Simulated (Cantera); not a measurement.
An isothermal, constant-pressure homogeneous reactor starts with N₂O : H₂O = 1 : 0.009 (molar parts), at 1475 K and 13000 Pa. Integrator tolerance rtol = 1e-08.

Cantera simulation using GRI-Mech 3.0 (53 species, 325 reactions); the numbers are that mechanism's predictions, not measurements. GRI-Mech 3.0 was tuned for natural gas; its chemistry of N2O as a main component is partial and can be far from experiment. The temperature is held fixed by assumption; the heat of reaction is taken as removed at once.

### Question
What does this change do: temperature 1475 to 1100 K?

### Answer
```tsv
quantity	before	after
x(N₂O) at 8.00 s	5.07e-6 (gas-phase equilibrium 2.55e-8)	0.877 (gas-phase equilibrium 2.45e-9)
x(H₂O) at 8.00 s	0.00595 (gas-phase equilibrium 0.00595)	0.00858 (gas-phase equilibrium 0.00596)
x(HO₂) at 8.00 s	2.82e-8 (gas-phase equilibrium 3.33e-8)	6.22e-8 (gas-phase equilibrium 8.23e-10)
x(O₂) at 8.00 s	0.264 (gas-phase equilibrium 0.331)	0.0358 (gas-phase equilibrium 0.331)
x(NO) at 8.00 s	0.134 (gas-phase equilibrium 0.00125)	0.00449 (gas-phase equilibrium 9.85e-5)
```
The mechanism lacks the step 2 NO + O2 → 2 NO2, which can matter for NO2 below about 1400 K.
